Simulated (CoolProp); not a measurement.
The numbers come from the reference Helmholtz-energy equation of state, Wagner 2002 in CoolProp.

**Question.** For water, give the phase and the density (kg/m³), Joule-Thomson coefficient (K/MPa) at 406.3 K and 24.5 MPa; 515.3 K and 24.5 MPa; 597 K and 24.5 MPa.

**Answer.** 
- 406.3 K and 24.5 MPa: liquid; density 944, Joule-Thomson coefficient -0.163
- 515.3 K and 24.5 MPa: liquid; density 831, Joule-Thomson coefficient -0.0500
- 597 K and 24.5 MPa: liquid; density 694, Joule-Thomson coefficient 0.238
